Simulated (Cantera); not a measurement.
A closed system holds: 1 mol SiC, 0.4 mol H₂, equilibrated at 2773 K.

Method: chemical equilibrium by Gibbs-energy minimisation in Cantera with the NASA 1993 tables (ideal gas, pure condensed phases). Candidate condensed phases: C, C₆H₆, C₇H₈, C₈H₁₈, Si, SiC; 87 gas species. Mutual solubility and eutectic melting of coexisting phases are not modelled. Gases not in the tables: Si₂H₆ and higher silanes. Equilibrium is a limit: real reactors are often held back by kinetics, nucleation or transport.

Which condensed phases are stable at each of these points (P (Pa)): 1, 4.60, 22, 100, 460, 2200, 10000, 46000, 220000, 1000000?


```csv
P (Pa),condensed phases,Si condensed (%)
1,gas only,0.0
4.60,gas only,0.0
22,gas only,0.0
100,C(graphite),0.0
460,C(graphite),0.0
2200,C(graphite),0.0
10000,C(graphite) + SiC(s),83.9
46000,SiC(s),96.9
220000,SiC(s),99.0
1000000,Si(l) + SiC(s),99.6
```

From 1.00 Pa to 22.0 Pa nothing is condensed. From 100 Pa to 2200 Pa the condensed part is C(graphite). At 10000 Pa the condensed part is C(graphite) + SiC(s). From 46000 Pa to 220000 Pa the condensed part is SiC(s). At 1000000 Pa the condensed part is Si(l) + SiC(s).
